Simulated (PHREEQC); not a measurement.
Solution (35 °C): 0.0044 mol KHSO4 per kg of water. Closed to the air; pH follows from the charge balance.

Computed with PHREEQC (ion-association model, phreeqc.dat).

This is a speciation only: nothing precipitates in the calculation.

Task: What pH, ionic strength, specific conductance does the model give?

Result: pH 2.50; ionic strength 0.0112 mol/kgw; specific conductance 2390 µS/cm.

Task: In which forms is S present?

Result: SO4-2 77 %, HSO4- 21 %, KSO4- 1.8 % of the S.

Species that the database lacks are ignored.
